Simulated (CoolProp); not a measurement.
Vapour-liquid equilibrium of R143a (1) + R134a (2) at 269.9 K; x and y are mole fractions of (1).

Model: multi-fluid Helmholtz-energy mixture model, Lemmon and Jacobsen 2000 and Tillner-Roth 1994; pair parameters Lemmon 2004, in CoolProp.

Q: Give the bubble pressure and the first vapour's composition at x = 0.55, 0.65, 0.75. Is there an azeotrope?

A: x = 0.55: 0.4214 MPa, y = 0.704; x = 0.65: 0.4515 MPa, y = 0.782; x = 0.75: 0.4818 MPa, y = 0.852. No azeotrope shows between x = 0.05 and 0.95.

The pair parameters rest on a limited set of measurements; away from them the model extrapolates.
